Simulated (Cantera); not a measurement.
An isothermal, constant-pressure homogeneous reactor starts with CH4 : CO2 : H2 = 1 : 4.5 : 0.25 (molar parts), at 1473 K and 10.0 bar.

Detailed kinetics in Cantera: GRI-Mech 3.0 (53 species, 325 reactions).

x: mole fraction; the columns are a selection and need not sum to one.

| t (s) | x CH4 | x CO2 | x H2 | x OH | x C2H |
|---|---|---|---|---|---|
| 0.00100 | 0.173 | 0.782 | 0.0433 | 6.99e-9 | <1e-12 |
| 0.00388 | 0.172 | 0.780 | 0.0428 | 8.89e-9 | <1e-12 |
| 0.0151 | 0.167 | 0.771 | 0.0414 | 1.09e-8 | 2.15e-11 |
| 0.0585 | ? | 0.734 | 0.0392 | ? | 1.68e-10 |
| 0.227 | 0.0944 | 0.623 | 0.0321 | 4.43e-8 | 6.74e-10 |
| 0.881 | 0.0317 | 0.476 | 0.0385 | 8.91e-8 | 1.27e-9 |
| 3.42 | 0.0260 | 0.386 | 0.0621 | 7.47e-8 | 4.41e-10 |
| 13.3 | 0.0160 | 0.316 | 0.0901 | 6.05e-8 | 4.86e-11 |
| 51.5 | ? | 0.282 | 0.109 | 5.56e-8 | 1.16e-12 |
| 200 | 4.35e-5 | 0.275 | 0.113 | 5.49e-8 | <1e-12 |

Q: Fill in the missing entries.

A: 
- 0.0585, x CH4: 0.148
- 0.0585, x OH: 1.82e-8
- 51.5, x CH4: 0.00338
